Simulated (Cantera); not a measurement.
Standard-state values (1 bar) from the NASA 1993 polynomials, evaluated with Cantera. Values are per mole of reaction as written; species without (g) are pure solids or liquids, kept so even where they would boil at 1 bar.

2 O(g) + V → VO₂(g), with ΔH° = -731.0 kJ and ΔS° = -85.9 J/K at 300 K.

Q: How far is the shortcut ΔG° ≈ ΔH°(300 K) − T·ΔS°(300 K) from the full temperature-dependent value at 950, 1150, 1350, 1550, 1750, 1950, 2150, 2350, 2550, 2750 K?

A: 
```csv
T (K),shortcut (kJ),full (kJ),difference (kJ),difference in log10 K,condensed phases
950,-649.4,-640.3,-9.1,0.50,V(s)
1150,-632.2,-618.4,-13.8,0.63,V(s)
1350,-615.0,-595.8,-19.2,0.74,V(s)
1550,-597.8,-572.8,-25.1,0.84,V(s)
1750,-580.6,-549.2,-31.5,0.94,V(s)
1950,-563.5,-525.1,-38.4,1.03,V(s)
2150,-546.3,-500.5,-45.8,1.11,V(s)
2350,-529.1,-473.7,-55.3,1.23,V(l)
2550,-511.9,-446.0,-65.9,1.35,V(l)
2750,-494.7,-417.9,-76.8,1.46,V(l)
```
The shortcut ignores heat capacities and the phase changes listed.
